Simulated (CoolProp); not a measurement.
Values from CoolProp's reference Helmholtz-energy equation of state, Beckmüller 2019.

Task: Give the vapour pressure (MPa), liquid density (kg/m³), enthalpy of vaporisation (kJ/kg), liquid viscosity (µPa s) of saturated n-octane at 177.25 °C.

Result: 
```csv
T (°C),p (MPa),liquid density (kg/m³),enthalpy of vaporisation (kJ/kg),liquid viscosity (µPa s)
177.25,0.351,558,262,136
```

Viscosity comes from a separate model (Huber 2004).
